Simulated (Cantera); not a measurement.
Gas-phase reforming

A perfectly stirred reactor is fed with 64.5 % CH4, 35.5 % H2O, at 760 Torr; it is held at 1898 K, and followed from long to short residence time.

Computed with Cantera and GRI-Mech 3.0 (53 species, 325 reactions). GRI-Mech 3.0 stops at C3 and has no aromatics, soot or wall deposition, so with more carbon than oxygen in the feed, carbon stays in small species such as C2H2 where larger ones or solid carbon would form.

```tsv
τ (s)	x CH4	x H2O	x HCO	x C2H	x HO2	x C2H4	x O2
0.85	0.0124	0.0195	5.02e-8	9.25e-7	<1e-12	0.000718	6.16e-12
0.33	0.0184	0.0395	4.57e-8	1.04e-6	<1e-12	0.000802	2.48e-11
0.13	0.0273	0.0701	4.04e-8	1.22e-6	<1e-12	0.000938	7.57e-11
0.050	0.0412	0.111	3.65e-8	1.46e-6	<1e-12	0.00114	1.85e-10
0.019	0.0630	0.156	3.80e-8	1.67e-6	<1e-12	0.00147	3.63e-10
0.0075	0.0957	0.196	4.78e-8	1.76e-6	1.22e-12	0.00207	5.76e-10
0.0029	0.147	0.229	6.80e-8	1.68e-6	1.48e-12	0.00345	8.13e-10
```
x: mole fraction; the columns are a selection and need not sum to one.
